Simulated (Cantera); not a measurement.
Feed: 1 mol SiH2Cl2, 6.4 mol N2, held at 873 K and 1330 Pa.

Equilibrium computed with Cantera from the NASA thermochemical tables; the gas is ideal and each condensed phase is pure. Candidate condensed phases: NH4Cl, Si, Si3N4; 28 gas species. N2 is the only nitrogen source here; it is nearly inert below about 1500 K, so the nitride shown seldom forms there in practice. The numbers say what is thermodynamically allowed, not how fast it happens.

Task: What is the equilibrium state?

Result: 
```json
{
 "x(N2)": "0.766",
 "x(HCl)": "0.152",
 "x(H2)": "0.0546",
 "x(SiCl4)": "0.0273",
 "x(SiHCl3)": "2.11e-5",
 "x(SiCl3)": "2.09e-6",
 "n(Si3N4(s))": "0.264 mol",
 "gas_amount": "7.664 mol",
 "log10 activity of Si(s) (absent)": "-7.76"
}
```
